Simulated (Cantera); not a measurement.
## Transport properties of process gases

Gas mixture: 100 % NO, at 100.0 Torr, frozen composition.

Cantera's kinetic-theory transport with the Lennard-Jones parameters of GRI-Mech 3.0, ideal gas; thermal conductivity in the multicomponent form. The composition is frozen, though it would react at the higher temperatures.

```csv
T (K),ρ (kg/m³),cp (J/kg/K),μ (µPa s),λ (mW/m/K),Pr,D (cm²/s) H,D (cm²/s) H2,D (cm²/s) O
400,0.120,998.6,23.1,32.5,0.711,15.4,9.62,4.01
650,0.0740,1054,32.3,48.1,0.708,35.6,21.7,9.13
900,0.0535,1114,40.1,63.1,0.707,61.7,37.3,15.7
1150,0.0418,1153,47.0,76.7,0.707,93.0,55.9,23.6
1400,0.0344,1181,53.4,89.3,0.707,129,77.5,32.8
1650,0.0292,1202,59.4,101,0.706,170,102,43.0
1900,0.0253,1219,65.1,112,0.706,214,128,54.4
2150,0.0224,1231,70.5,123,0.706,263,158,66.7
```
D: mixture-averaged diffusion coefficient of that species in the mixture.
